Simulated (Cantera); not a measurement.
Input: 1 mol SiHCl3, 0.019 mol C3H8, 20 mol H2, equilibrated at 11.3 Torr.

Cantera equilibrium calculation (NASA polynomials, part measured and part estimated; ideal gas, pure solids and liquids). Candidate condensed phases: C, C6H6, C7H8, C8H18, Si, SiC; 109 gas species. Mutual solubility and eutectic melting of coexisting phases are not modelled. The tables' values for SiCl3, SiCl are old estimates; treat these amounts as uncertain. Gases not in the tables: Si2H6 and higher silanes. Rates play no part.

x: gas mole fraction; n: condensed amount in mol.

```
T (°C)   x H2   x HCl  x SiCl2       x H   x SiCl3      x Si  n Si(s)  n SiC(s)  n Si(l)
------  -----  ------  -------  --------  --------  --------  -------  --------  -------
1250    0.891  0.0831   0.0253  0.000178  0.000589   1.20e-6    0.368    0.0570        0
1275    0.891  0.0828   0.0256       [?]  0.000509       [?]    0.364    0.0570        0
1300    0.891  0.0826   0.0259  0.000313  0.000442   3.67e-6    0.360    0.0570        0
1325    0.891  0.0823   0.0261  0.000410  0.000385   6.23e-6    0.356    0.0570        0
1350    0.891  0.0819   0.0264  0.000533  0.000337   1.04e-5    0.351    0.0570        0
1375    0.891  0.0816   0.0266  0.000686  0.000296   1.72e-5    0.347    0.0570        0
1400    0.891  0.0813   0.0268  0.000877  0.000261   2.79e-5    0.343    0.0570        0
1425    0.890  0.0814   0.0268   0.00111  0.000230   4.38e-5        0    0.0570    0.343
1450    0.889  0.0823   0.0263   0.00140  0.000202   6.56e-5        0    0.0570    0.352
1475    0.889  0.0831   0.0259   0.00176  0.000179   9.70e-5        0    0.0570    0.361
1500    0.888  0.0839   0.0255   0.00219  0.000158  0.000142        0    0.0570    0.368
1525    0.887  0.0847   0.0251       [?]  0.000141       [?]        0    0.0569    0.375
1550    0.886  0.0854   0.0247   0.00333  0.000125  0.000295        0    0.0569    0.381
```

Task: What belongs in the gaps?

Result: 
- 1275, x H: 0.000237
- 1275, x Si: 2.12e-6
- 1525, x H: 0.00271
- 1525, x Si: 0.000206
